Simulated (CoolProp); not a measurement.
Vapour-liquid equilibrium of propylene (1) + n-hexane (2) at 322.6 K; x and y are mole fractions of (1).

Model: multi-fluid Helmholtz-energy mixture model, Lemmon 2013 and Thol 2019; pair parameters Bell 2016, in CoolProp.

```tsv
x	bubble pressure (bar)	y at the bubble point	dew pressure at overall composition x (bar)	liquid density (mol/L)
0.05	1.682	0.685	?	?
0.2	?	0.883	0.6638	?
0.35	6.674	0.928	0.8175	?
0.5	9.106	0.953	1.063	9.106
0.65	11.90	0.971	1.516	9.733
0.8	15.15	0.984	2.633	10.36
0.95	18.89	0.996	8.732	10.84
```

Q: What belongs in the gaps?

A: 
- 0.05, dew pressure at overall composition x (bar): 0.5583
- 0.05, liquid density (mol/L): 7.487
- 0.2, bubble pressure (bar): 4.371
- 0.2, liquid density (mol/L): 7.976
- 0.35, liquid density (mol/L): 8.516

No azeotrope shows between x = 0.05 and 0.95.

Pair parameters are fitted to limited data, so mixtures are less certain than the pure fluids. The gap from Raoult's law changes sign with composition, which may be real or a fault of the pair parameters; it wasn't checked against measurements.
